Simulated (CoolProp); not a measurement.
The numbers come from the reference Helmholtz-energy equation of state, Span 2000 in CoolProp.

**Question.** For nitrogen, give the phase and the cv (kJ/(kg K)), viscosity (µPa s), conductivity (mW/(m K)) at 104.8 K and 3.64 MPa; 308.1 K and 3.64 MPa.

**Answer.** 
- 104.8 K and 3.64 MPa: liquid; cv 0.972, viscosity 71.4, conductivity 96.6
- 308.1 K and 3.64 MPa: supercritical; cv 0.751, viscosity 18.8, conductivity 28.0

Viscosity comes from a separate model (Lemmon 2004). Thermal conductivity comes from a separate model (Lemmon 2004).
